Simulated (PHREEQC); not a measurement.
Solution (25 °C and 10 atm): 0.001 mol/kgw CuSO4, 0.026 mol/kgw CuCl2, 9.8e-05 mol/kgw H2SO4 and 0.0019 mol/kgw Na2SO4. Closed to the air; pH follows from the charge balance.

Equilibrium calculation in PHREEQC: ion-association model, phreeqc.dat.

| quantity | before | after |
|---|---|---|
| pH | 3.81 | 3.82 |
| ionic strength (mol/kgw) | 0.0797 | 0.00905 |
| Cu+2 (mol/kgw) | 0.0242 | 0.000796 |
| SO4-2 (mol/kgw) | 0.00163 | 0.00273 |
| CuSO4 (mol/kgw) | 0.00134 | 0.000204 |
| NaSO4- (mol/kgw) | 1.24e-5 | 3.49e-5 |

**Question.** What was changed between the two runs?
A. H2SO4 replaced by Al2(SO4)3 at the same molality
B. 0.0024 mol/kgw Mg(NO3)2 added
C. Na2SO4 from 0.0019 to 0.00019 mol/kgw
D. CuCl2 left out

**Answer.** D, CuCl2 left out

This is a speciation only: nothing precipitates in the calculation.
